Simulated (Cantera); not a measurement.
An isothermal plug-flow reactor at 725 K and 0.480 bar (inlet), inlet velocity 0.87 m/s, active area per volume 160 1/m; feed 2.36 % H₂, 12.9 % O₂, 84.8 % N₂, equivalence ratio 0.092.

Model: Deutschmann's 1995 Pt surface mechanism with GRI-Mech 3.0 gas chemistry, integrated in Cantera. Catalytic surfaces can have several steady states; this one follows from the mechanism file's or the stated starting coverage. Mass transfer to the wall is taken as infinitely fast.

One state of this run: x H₂ = 0.000141; x O₂ = 0.118; x H₂O = 0.0237; θ free Pt = 0.0165; θ O* = 0.981; θ OH* = 0.00225. x: gas mole fraction; θ: surface coverage.

Which value of z (m) does it belong to?
(A) 0.0033
(B) 0.015
(C) 0.026
(D) 0.00072

C, 0.026
